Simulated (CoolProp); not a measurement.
Acetone along the isobar 2.81 bar: Z from the reference equation and from simpler models built on Tc = 508.1 K, pc = 46.92 bar, ω = 0.307; each cubic takes its own stable root.

Computed with CoolProp (reference Helmholtz-energy equation of state, Lemmon 2006). It is a short technical equation, of lower accuracy than the large ones.

| T (K) | phase | reference | van der Waals | Soave-Redlich-Kwong | Peng-Robinson |
|---|---|---|---|---|---|
| 241.3 | liquid | 0.009611 | 0.01896 | 0.01245 | 0.01108 |
| 261.9 | liquid | 0.009091 | 0.01787 | 0.01171 | 0.01041 |
| 282.5 | liquid | 0.008662 | 0.01698 | 0.01111 | 0.009862 |
| 303.1 | liquid | 0.008310 | 0.9379 | 0.01063 | 0.009420 |
| 323.6 | liquid | 0.008025 | 0.9468 | 0.01025 | 0.009071 |
| 344.2 | liquid | 0.007800 | 0.9540 | 0.009962 | 0.008807 |
| 364.8 | gas | 0.9068 | 0.9599 | 0.9390 | 0.9361 |
| 385.4 | gas | 0.9283 | 0.9648 | 0.9486 | 0.9457 |
| 405.9 | gas | 0.9430 | 0.9689 | 0.9564 | 0.9536 |
| 426.5 | gas | 0.9536 | 0.9724 | 0.9628 | 0.9601 |
| 447.1 | gas | 0.9615 | 0.9753 | 0.9681 | 0.9655 |
| 467.7 | gas | 0.9676 | 0.9779 | 0.9725 | 0.9700 |
| 488.3 | gas | 0.9724 | 0.9801 | 0.9763 | 0.9739 |
| 508.8 | gas | 0.9762 | 0.9820 | 0.9794 | 0.9771 |
| 529.4 | gas | 0.9794 | 0.9837 | 0.9821 | 0.9799 |
| 550 | gas | 0.9820 | 0.9852 | 0.9845 | 0.9824 |

At some of these states van der Waals gives the other phase, because its saturation line lies elsewhere.
